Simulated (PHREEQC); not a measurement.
Dissolve 1.6 mmol/kgw PbCl2 at 20 °C. Closed to the air; pH follows from the charge balance.

Equilibrium calculation in PHREEQC: ion-association model, phreeqc.dat.

No solid was allowed to form.

Q: What pH does the model give?

A: pH 5.32.

Q: In which forms is Pb present?

A: Pb+2 92 %, PbCl+ 7.5 % of the Pb.

Species that the database lacks are ignored.
